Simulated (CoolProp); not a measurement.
Vapour-liquid equilibrium of R22 (1) + R142b (2) at 331.9 K; x and y are mole fractions of (1).

Values from CoolProp's multi-fluid Helmholtz-energy mixture model, Kamei 1995 and Lemmon 2006; pair parameters Bell 2016.

| x | bubble pressure, mixture model (bar) | bubble pressure, Raoult's law (bar) | y, mixture model | y, Raoult's law |
|---|---|---|---|---|
| 0.05 | 9.138 | 9.254 | 0.103 | 0.128 |
| 0.15 | 10.41 | 10.77 | 0.273 | 0.329 |
| 0.25 | 11.70 | 12.28 | 0.411 | 0.481 |
| 0.35 | 13.02 | 13.79 | 0.527 | 0.600 |
| 0.45 | 14.40 | 15.30 | 0.626 | 0.695 |
| 0.55 | 15.85 | 16.82 | 0.714 | 0.773 |
| 0.65 | 17.39 | 18.33 | 0.791 | 0.838 |
| 0.75 | 19.04 | 19.84 | 0.859 | 0.893 |
| 0.85 | 20.79 | 21.36 | 0.921 | 0.940 |
| 0.95 | 22.65 | 22.87 | 0.975 | 0.981 |

The largest gap from Raoult's law is -5.9 % in bubble pressure, at x = 0.45. No azeotrope shows between x = 0.05 and 0.95.

The pair parameters rest on a limited set of measurements; away from them the model extrapolates.
